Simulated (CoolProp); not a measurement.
n-perfluorohexane along the isobar 2390 kPa: fugacity coefficient from the reference equation and from simpler models built on Tc = 448.0 K, pc = 1742 kPa, ω = 0.497; each cubic takes its own stable root.

Values from CoolProp's reference Helmholtz-energy equation of state, Gao 2022.

| T (K) | phase | reference |
|---|---|---|
| 321.7 | liquid | 0.03586 |
| 332.4 | liquid | 0.05099 |
| 343.1 | liquid | 0.07025 |
| 353.8 | liquid | 0.09411 |
| 364.5 | liquid | 0.1229 |
| 375.2 | liquid | 0.1568 |
| 385.9 | liquid | 0.1959 |
| 396.5 | liquid | 0.2396 |
| 407.2 | liquid | 0.2884 |
| 417.9 | liquid | 0.3413 |
| 428.6 | liquid | 0.3976 |
| 439.3 | liquid | 0.4562 |
| 450 | supercritical | 0.5154 |

How far does each simpler model (van der Waals, Peng-Robinson) lie from the reference over these 13 states: mean and median of the absolute difference, and the worst?


- van der Waals: mean 132.1 %, median 86.4 %, worst +420.9 % at 321.7 K and 2390 kPa
- Peng-Robinson: mean 0.6 %, median 0.6 %, worst +0.9 % at 321.7 K and 2390 kPa
